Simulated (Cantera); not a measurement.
Input: 1 mol Si, 3.9 mol HCl, 0.25 mol H2, held at 1 atm.

Equilibrium computed with Cantera from the NASA thermochemical tables; the gas is ideal and each condensed phase is pure. Candidate condensed phases: Si; 19 gas species. The tables' values for SiCl3 are old estimates; treat these amounts as uncertain. Kinetics and transport are ignored. All values below are at 1075 K.

Base state: H2 0.649, SiCl4 0.253, SiHCl3 0.0588, HCl 0.0346, SiCl3 0.00309, SiH2Cl2 0.00160, SiCl2 0.000599, SiH3Cl 1.14e-5 (mole fractions); condensed: gas only.

Question: What changes in the equilibrium state with this change: Si replaced by SiCl4?

Answer: 
```json
[
 {"species": "HCl", "before": "0.0346", "after": "0.757"},
 {"species": "SiCl4", "before": "0.253", "after": "0.194"},
 {"species": "H2", "before": "0.649", "after": "0.0484"},
 {"species": "SiHCl3", "before": "0.0588", "after": "0.000154"},
 {"species": "SiH2Cl2", "before": "0.00160", "after": "1.43e-8"},
 {"species": "SiH3Cl", "before": "1.14e-5", "after": "<1e-9"},
 {"species": "SiCl2", "before": "0.000599", "after": "7.17e-8"}
]
```
